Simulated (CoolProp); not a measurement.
Aqueous magnesium chloride as a coolant, at 26 °C, 1 atm.

Values from CoolProp's Melinder's fits for secondary coolants.

```csv
mass %,freezing point (°C),Prandtl number,conductivity (W/(m K)),cp (kJ/(kg K)),density (kg/m³)
3.4,-2.0,6.80,0.600,3.991,1025
6.8,-4.5,7.02,0.594,3.798,1054
10.2,-8.6,7.89,0.586,3.608,1083
13.6,-14.1,9.20,0.577,3.428,1113
16.9,-20.8,10.3,0.567,3.268,1143
20.3,-29.6,12.5,0.557,3.113,1175
23.7,-42.9,26.3,0.545,2.952,1210
27.1,-66.0,277,0.528,2.751,1252
```
